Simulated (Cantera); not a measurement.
An isothermal, constant-pressure homogeneous reactor starts with NH3 : N2 : H2 = 1 : 12 : 0.094 (molar parts), at 1973 K and 255 Torr.

Cantera simulation using the gas-phase N/H chemistry of the illustrative SiF4/NH3 mechanism in the Surface Chemkin manual (1991); the numbers are that mechanism's predictions, not measurements. Walls and surfaces, which speed up NH3 decomposition in real reactors, are not modelled.

x: mole fraction; the columns are a selection and need not sum to one.

| t (s) | x NH3 | x H | x NH2 | x NH | x H2 |
|---|---|---|---|---|---|
| 2.00e-5 | 0.0764 | 5.86e-7 | 7.58e-6 | 2.17e-9 | 0.00718 |
| 0.000100 | 0.0763 | … | … | … | 0.00720 |
| 0.000503 | 0.0762 | 6.48e-6 | 0.000179 | 2.32e-6 | 0.00730 |
| 0.00252 | 0.0751 | 1.27e-5 | 0.000290 | 5.28e-6 | 0.00872 |
| 0.0126 | 0.0696 | 2.15e-5 | 0.000253 | 5.92e-6 | 0.0163 |
| 0.0634 | 0.0482 | 5.87e-5 | 0.000175 | 6.07e-6 | 0.0461 |
| 0.318 | 0.00940 | 0.000194 | 5.24e-5 | 3.40e-6 | 0.0999 |
| 1.60 | 4.06e-5 | 0.000764 | 7.94e-7 | 1.89e-7 | 0.113 |
| 8.00 | … | 0.000782 | … | … | 0.113 |

**Question.** Fill in the missing entries.

**Answer.** 
- 0.000100, x H: 1.62e-6
- 0.000100, x NH2: 3.91e-5
- 0.000100, x NH: 1.09e-7
- 8.00, x NH3: 3.08e-6
- 8.00, x NH2: 6.15e-8
- 8.00, x NH: 1.50e-8
